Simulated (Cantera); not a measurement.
A closed system holds: 1 mol SiO₂, 0.23 mol MgO, 0.22 mol O₂, 0.11 mol MgCl₂, at 1252 °C and 450 Pa.

These are equilibrium values from Cantera (NASA tables, ideal gas, pure condensed phases), not measurements of a reactor. Candidate condensed phases: Mg, MgCl₂, MgO, MgSiO₃, Mg₂SiO₄, Si, SiO₂; 20 gas species. Mutual solubility and eutectic melting of coexisting phases are not modelled. The tables hold silica as quartz up to 1696 K and as liquid above; real silica turns to tridymite and cristobalite and melts near 1996 K. Condensed phases not in the tables: alloys, solid solutions and most ternary compounds. The numbers say what is thermodynamically allowed, not how fast it happens.

Base state: O₂ 0.506, Cl 0.342, Cl₂ 0.111, MgCl₂ 0.0416, ClO 0.000389, O 6.00e-5 (mole fractions); condensed: MgSiO₃(s) + SiO₂(β-quartz).

Q: What changes in the equilibrium state with this change: pressure from 450 Pa to 110 Pa?

A: 
| species | before | after |
|---|---|---|
| O₂ | 0.506 | 0.474 |
| Cl | 0.342 | 0.444 |
| Cl₂ | 0.111 | 0.0457 |
| MgCl₂ | 0.0416 | 0.0359 |
| O | 6.00e-5 | 0.000118 |
| ClO | 0.000389 | 0.000242 |
| MgSiO₃(s), mol | 0.326 | 0.327 |
| SiO₂(β-quartz), mol | 0.674 | 0.673 |

Q: What changes in the equilibrium state with this change: temperature from 1252 °C to 500 °C?

A: 
```tsv
species	before	after
O₂	0.506	0.600
Cl₂	0.111	0.400
Cl	0.342	4.61e-5
MgCl₂	0.0416	1.15e-9
O	6.00e-5	<1e-9
ClO	0.000389	3.27e-7
MgSiO₃(s), mol	0.326	0.340
SiO₂(β-quartz), mol	0.674	0
SiO₂(α-quartz), mol	0	0.660
```
